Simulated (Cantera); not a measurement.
Feed: 1 mol SiHCl3, 0.22 mol HCl, 140 mol H2, at 37.5 Torr.

Equilibrium computed with Cantera from the NASA thermochemical tables; the gas is ideal and each condensed phase is pure. Candidate condensed phases: Si; 19 gas species. The tables' values for SiCl, SiCl3 are old estimates; treat these amounts as uncertain. Gases not in the tables: Si2H6 and higher silanes. Equilibrium is a limit: real reactors are often held back by kinetics, nucleation or transport.

log p: log10 of the partial pressure in bar; n: condensed amount in mol.

```
T (K)  log p H2  log p H  log p HCl  log p Si  n Si(s)  n Si(l)
-----  --------  -------  ---------  --------  -------  -------
1200      -1.31    -7.36      -3.01    -11.86    0.808        0
1300      -1.31    -6.61      -3.00    -10.36    0.827        0
1400      -1.31    -5.97      -3.00     -9.08    0.821        0
1500      -1.31    -5.41      -3.00     -7.98    0.811        0
1600      -1.31    -4.92      -3.00     -7.01    0.800        0
1700      -1.31    -4.49      -3.01     -6.17        0    0.790
1800      -1.31    -4.10      -3.00     -5.50        0    0.800
1900      -1.31        …      -3.00         …        0    0.778
2000      -1.31    -3.45      -2.99     -4.36        0    0.677
2100      -1.32    -3.17      -3.00     -3.87        0    0.370
2200      -1.32    -2.91      -2.99     -3.59        0        0
2300      -1.33        …      -2.99     -3.54        0        0
2400      -1.34    -2.47      -2.99     -3.53        0        0
2500      -1.36    -2.28      -3.01     -3.52        0        0
```

**Question.** Fill in the missing entries.

**Answer.** 
- 2300, log p H: -2.68
- 1900, log p H: -3.76
- 1900, log p Si: -4.90
